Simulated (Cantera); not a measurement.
An isothermal, constant-pressure homogeneous reactor starts with CH₄ : H₂ : H = 0.048 : 1 : 0.02 (molar parts), at 2925 K and 0.300 bar.

Model: GRI-Mech 3.0 (53 species, 325 reactions), integrated in Cantera. GRI-Mech 3.0 stops at C3 and has no aromatics, soot or wall deposition, so with more carbon than oxygen in the feed, carbon stays in small species such as C2H2 where larger ones or solid carbon would form.

x: mole fraction; the columns are a selection and need not sum to one.

```
t (s)          x CH₄   x H₂         x H    x C₂H₂     x CH₂       x C₂H       x CH₃
--------  ----------  -----  ----------  --------  --------  ----------  ----------
2.00e-6       0.0313  0.934      0.0216  0.000181  0.000316     6.28e-7      0.0119
6.02e-6       0.0223  0.922      0.0370   0.00247  0.000608     1.52e-5      0.0146
1.81e-5      0.00855  0.914      0.0558    0.0120  0.000613    0.000113     0.00850
5.45e-5      0.00135  0.904      0.0731    0.0189  0.000231    0.000235     0.00179
0.000164    0.000178  0.885      0.0943    0.0200   5.89e-5    0.000328    0.000309
0.000494     3.43e-5  0.850       0.130    0.0197   2.36e-5    0.000463     8.50e-5
0.00149   (withheld)  0.800  (withheld)    0.0190   2.07e-5  (withheld)  (withheld)
0.00447      1.05e-5  0.779       0.202    0.0187   2.04e-5    0.000743     4.38e-5
0.0135       1.04e-5  0.778       0.202    0.0187   2.04e-5    0.000746     4.36e-5
0.0405       1.04e-5  0.778       0.202    0.0187   2.04e-5    0.000746     4.36e-5
0.122        1.04e-5  0.778       0.202    0.0187   2.04e-5    0.000746     4.36e-5
0.367        1.04e-5  0.778       0.202    0.0187   2.04e-5    0.000746     4.36e-5
1.10         1.04e-5  0.778       0.202    0.0187   2.04e-5    0.000746     4.36e-5
3.32         1.04e-5  0.778       0.202    0.0187   2.04e-5    0.000746     4.36e-5
10.0         1.04e-5  0.778       0.202    0.0187   2.04e-5    0.000746     4.36e-5
```

Some entries are withheld; supply them.


- 0.00149, x CH₄: 1.41e-5
- 0.00149, x H: 0.180
- 0.00149, x C₂H: 0.000657
- 0.00149, x CH₃: 5.10e-5
